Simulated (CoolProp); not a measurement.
Diethyl ether along the isotherm 314.5 K: density (kg/m³) from the reference equation and from simpler models built on Tc = 467.9 K, pc = 3.717 MPa, ω = 0.282; each cubic takes its own stable root.

Computed with CoolProp (reference Helmholtz-energy equation of state, Thol 2014).

```json
[
 {"p (MPa)": "0.372", "phase": "liquid", "reference": "688.9"},
 {"p (MPa)": "0.743", "phase": "liquid", "reference": "689.5"},
 {"p (MPa)": "1.12", "phase": "liquid", "reference": "690.1"},
 {"p (MPa)": "1.49", "phase": "liquid", "reference": "690.7"},
 {"p (MPa)": "1.86", "phase": "liquid", "reference": "691.3"},
 {"p (MPa)": "2.23", "phase": "liquid", "reference": "691.9"},
 {"p (MPa)": "2.6", "phase": "liquid", "reference": "692.5"},
 {"p (MPa)": "2.97", "phase": "liquid", "reference": "693.1"},
 {"p (MPa)": "3.35", "phase": "liquid", "reference": "693.7"},
 {"p (MPa)": "3.72", "phase": "liquid", "reference": "694.3"},
 {"p (MPa)": "4.09", "phase": "liquid", "reference": "694.9"},
 {"p (MPa)": "4.46", "phase": "liquid", "reference": "695.4"},
 {"p (MPa)": "4.83", "phase": "liquid", "reference": "696.0"},
 {"p (MPa)": "5.2", "phase": "liquid", "reference": "696.5"},
 {"p (MPa)": "5.58", "phase": "liquid", "reference": "697.1"}
]
```

Task: How far does each simpler model (Redlich-Kwong, Peng-Robinson) lie from the reference over these 15 states: mean and median of the absolute difference, and the worst?

Result: 
- Redlich-Kwong: mean 11.8 %, median 11.8 %, worst -12.4 % at 314.5 K and 0.372 MPa
- Peng-Robinson: mean 3.5 %, median 3.5 %, worst +3.6 % at 314.5 K and 5.58 MPa
